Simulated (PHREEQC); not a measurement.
## Metal-bearing waste water (model solution)

A solution holds 4.2 mmol/kgw FeSO4 and 0.038 mmol/kgw NaCl, at 20 °C. Closed to the air; pH follows from the charge balance.

Equilibrium calculation in PHREEQC: ion-association model, phreeqc.dat.

Each row changes one thing in this solution. No solid was allowed to form.

| case | pH | ionic strength (mol/kgw) | SO4-2 (mol/kgw) | HSO4- (mol/kgw) |
|---|---|---|---|---|
| as made | 6.19 | 0.0138 | 0.00343 | 1.36e-7 |
| diluted 5-fold with water | 6.44 | 0.00312 | 0.000779 | 2.08e-8 |
| NaCl from 3.8e-05 to 0.00038 mol/kgw | 6.20 | 0.0141 | 0.00343 | 1.35e-7 |
| FeSO4 from 0.0042 to 0.0084 mol/kgw | 6.11 | 0.0255 | 0.00635 | 2.78e-7 |
| FeSO4 from 0.0042 to 0.021 mol/kgw | 6.02 | 0.0569 | 0.0142 | 6.56e-7 |
| diluted 2-fold with water | 6.29 | 0.00734 | 0.00183 | 6.28e-8 |
| NaCl left out | 6.19 | 0.0137 | 0.00343 | 1.36e-7 |
| FeSO4 replaced by (NH4)2SO4 at the same molality | 5.84 | 0.0121 | 0.00393 | 3.63e-7 |
